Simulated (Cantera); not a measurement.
A freely propagating, adiabatic, planar premixed flame of CO : H₂ : O₂ : N₂ = 1 : 0.32 : 0.815 : 3.06 (molar parts), equivalence ratio 0.81, unburnt at 398 K and 0.300 bar; mixture-averaged transport, grid criteria slope 0.08 and curve 0.16, no radiation.

Cantera simulation using GRI-Mech 3.0 (53 species, 325 reactions); the numbers are that mechanism's predictions, not measurements. Burning velocities carry a grid error of a few per cent, more on coarse grids.

Problem. How do the results move with these cheaper or finer settings: unity-Lewis-number transport; multicomponent transport; multicomponent+Soret transport; grid criteria slope 0.5, curve 1; grid criteria slope 0.25, curve 0.5; grid criteria slope 0.03, curve 0.06?

Solution. 
| setting | laminar burning velocity | thermal thickness | peak x(OH) | grid points | grid points |
|---|---|---|---|---|---|
| as above | 108 cm/s | 2.71 mm | 0.00739 | 135 | 135 |
| unity-Lewis-number transport | 74.6 cm/s | 2.08 mm | 0.00751 | 131 | 131 |
| multicomponent transport | 108 cm/s | 2.69 mm | 0.00739 | 135 | 135 |
| multicomponent+Soret transport | 101 cm/s | 2.68 mm | 0.00732 | 135 | 135 |
| grid criteria slope 0.5, curve 1 | 121 cm/s | 3.56 mm | 0.00739 | 38 | 38 |
| grid criteria slope 0.25, curve 0.5 | 111 cm/s | 2.88 mm | 0.00745 | 58 | 58 |
| grid criteria slope 0.03, curve 0.06 | 108 cm/s | 2.65 mm | 0.00741 | 310 | 310 |
The base run took around 14 core-seconds (rough).
Unity Lewis numbers drop preferential diffusion, which matters most where H2 and H carry the flame; Soret adds thermal diffusion.
